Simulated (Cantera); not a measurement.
Charge: 1 mol SiO₂, 1.4 mol MgO, 21 mol H₂, held at 54.0 mbar.

Cantera equilibrium calculation (NASA polynomials, part measured and part estimated; ideal gas, pure solids and liquids). Candidate condensed phases: H₂O, Mg, MgO, Mg(OH)₂, MgSiO₃, Mg₂SiO₄, Si, SiO₂; 24 gas species. Mutual solubility and eutectic melting of coexisting phases are not modelled. The tables' values for MgH, SiO₂ are old estimates; treat these amounts as uncertain. Condensed phases not in the tables: alloys, solid solutions and most ternary compounds. The numbers say what is thermodynamically allowed, not how fast it happens.

log p: log10 of the partial pressure in bar; n: condensed amount in mol.

```tsv
T (°C)	log p H₂	log p H	log p H₂O	log p Mg	log p SiO	log p OH	n MgSiO₃(s)	n Mg₂SiO₄(s)	n Mg₂SiO₄(l)
502	-1.27	-12.64	-12.12	<-13	<-13	<-13	0.600	0.400	0
702	-1.27	-9.58	-9.99	-10.93	-10.70	<-13	0.600	0.400	0
902	-1.27	-7.55	-7.73	-8.47	-7.82	<-13	0.600	0.400	0
1102	-1.27	-6.10	-5.94	-6.94	-5.99	(withheld)	0.599	0.400	0
1302	-1.27	-5.02	-4.61	-5.81	-4.64	(withheld)	0.583	0.408	0
1502	-1.27	-4.17	-3.58	-4.97	-3.60	(withheld)	0.408	0.494	0
1702	-1.29	-3.51	-3.00	-3.81	-3.08	(withheld)	0	0.669	0
1902	-1.33	-2.98	-2.53	-2.83	-2.83	(withheld)	0	0	0.392
2102	-1.39	-2.55	-2.28	-2.51	-2.65	(withheld)	0	0	0
2302	-1.43	-2.18	-2.31	-2.53	-2.67	(withheld)	0	0	0
```

Q: Fill in the missing entries.

A: 
- 1102, log p OH: -12.52
- 1302, log p OH: -9.80
- 1502, log p OH: -7.69
- 1702, log p OH: -6.25
- 1902, log p OH: -5.05
- 2102, log p OH: -4.18
- 2302, log p OH: -3.70
